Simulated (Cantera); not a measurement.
Feed: 1 mol CH₄, 0.039 mol CO₂, at 952 °C and 0.000150 bar.

Method: chemical equilibrium by Gibbs-energy minimisation in Cantera with the NASA 1993 tables (ideal gas, pure condensed phases). Candidate condensed phases: C, C₆H₆, C₇H₈, C₈H₁₈, H₂O; 110 gas species. The numbers say what is thermodynamically allowed, not how fast it happens.

What is the equilibrium state?


```
Quantity            Value
--------------  ---------
x(H₂)               0.962
x(CO)              0.0375
x(H)              2.50e-5
x(CH₄)            1.82e-6
n(C(graphite))  0.961 mol
gas amount      2.078 mol
```
